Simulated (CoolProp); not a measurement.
Values from CoolProp's reference Helmholtz-energy equation of state, Lemmon 2006. It is a short technical equation, of lower accuracy than the large ones.

**Question.** For C2F6 (R116), give the phase and the cp (kJ/(kg K)), cv (kJ/(kg K)), conductivity (mW/(m K)), fugacity coefficient at 222.1 K and 13.5 MPa.

**Answer.** 
- 222.1 K and 13.5 MPa: liquid; cp 0.961, cv 0.670, conductivity 73.4, fugacity coefficient 0.0453

Thermal conductivity comes from a separate model (Huber 2003), an estimate that may be off by 10 % or more.
